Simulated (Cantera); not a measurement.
Charge: 1 mol Ca(OH)2, 0.99 mol C, 0.78 mol H2O, held at 1502 °C and 0.100 bar.

Equilibrium computed with Cantera from the NASA thermochemical tables; the gas is ideal and each condensed phase is pure. Candidate condensed phases: C, C6H6, C7H8, C8H18, Ca, CaCO3, CaO, Ca(OH)2, H2O; 115 gas species. Equilibrium is a limit: real reactors are often held back by kinetics, nucleation or transport.

Base state: H2 0.405, CO 0.309, H2O 0.237, CO2 0.0484, H 0.000583, OH 2.12e-5 (mole fractions); condensed: CaO(s).

Problem. What changes in the equilibrium state with this change: C from 0.99 to 0.025 mol?

Solution. 
```
species        before     after
-----------  --------  --------
H2O             0.237     0.959
H2              0.405    0.0265
CO2            0.0484    0.0126
CO              0.309   0.00129
Ca(OH)2       3.33e-6   1.35e-5
O2            6.16e-9   2.36e-5
OH            2.12e-5  0.000336
H            0.000583  0.000149
CaO(s), mol     1.000     1.000
```

Problem. What changes in the equilibrium state with this change: temperature from 1502 °C to 677 °C?

Solution. 
```csv
species,before,after
H2,0.405,0.487
CO,0.309,0.227
H2O,0.237,0.156
CO2,0.0484,0.130
H,0.000583,1.23e-9
CH4,<1e-9,0.000264
OH,2.12e-5,<1e-9
"CaO(s), mol",1.000,1.00
```

Problem. What changes in the equilibrium state with this change: H2O from 0.78 to 0.14 mol?

Solution. 
```
species        before     after
-----------  --------  --------
H2              0.405     0.479
CO              0.309     0.450
H2O             0.237    0.0562
CO2            0.0484    0.0142
OH            2.12e-5   4.63e-6
H            0.000583  0.000633
CaO(s), mol     1.000     1.000
```
